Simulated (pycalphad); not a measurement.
# Invariant reactions of Al-Fe

CALPHAD calculation (pycalphad, COST 507 light-alloy database (1999)), 1 atm. These are 1990s assessments: newer ones move some temperatures and phases. Kinetics are ignored, which matters at the lower temperatures.

| type | reaction on cooling | T (°C) | Fe in phase 1 (wt.%) | Fe in phase 2 (wt.%) | Fe in phase 3 (wt.%) |
|---|---|---|---|---|---|
| peritectic | liquid + ordered bcc (B2) → AL5FE4 | 1222.4 | 58.6 | 60.5 | 66.0 |
| eutectic | liquid → AL5FE2 + AL5FE4 | 1156.8 | 45.3 | 48.9 | 54.4 |
| peritectoid | AL5FE2 + AL5FE4 → AL2FE | 1155.0 | 45.3 | 50.9 | 54.5 |
| peritectic | liquid + AL5FE2 → AL13FE4 | 1151.3 | 39.8 | 40.4 | 45.3 |
| eutectoid | AL5FE4 → AL2FE + ordered bcc (B2) | 1095.0 | 50.9 | 58.3 | 64.0 |
| eutectic | liquid → fcc + AL13FE4 | 654.0 | 0.05 | 1.8 | 39.2 |

Phases 1 to 3 are ordered by rising Fe content. The map covers 227 °C to 2227 °C; reactions that its mapper missed or could not classify are not listed.

Database names, with the compositions (at.%) that they take in these runs: AL5FE4: Al 58-63 Fe 37-42; AL5FE2: Al 71 Fe 29; AL13FE4: Al 75 Fe 24; AL2FE: Al 67 Fe 33.
